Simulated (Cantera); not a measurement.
Input: 1 mol Ta, 6.5 mol N2O, at 1.33 mbar.

These are equilibrium values from Cantera (NASA tables, ideal gas, pure condensed phases), not measurements of a reactor. Candidate condensed phases: Ta, Ta2O5; 12 gas species. Rates play no part.

**Question.** What share of the Ta ends up in condensed phases as a function of T (K), at 1775, 1850, 1925, 2000, 2075, 2150, 2225, 2300, 2375, 2450, 2525, 2600?

**Answer.** 
```tsv
T (K)	Ta condensed (%)	as
1775	100.0	Ta2O5(s)
1850	100.0	Ta2O5(s)
1925	100.0	Ta2O5(s)
2000	100.0	Ta2O5(s)
2075	100.0	Ta2O5(l)
2150	99.9	Ta2O5(l)
2225	99.7	Ta2O5(l)
2300	98.8	Ta2O5(l)
2375	96.2	Ta2O5(l)
2450	88.0	Ta2O5(l)
2525	63.5	Ta2O5(l)
2600	0.0	-
```
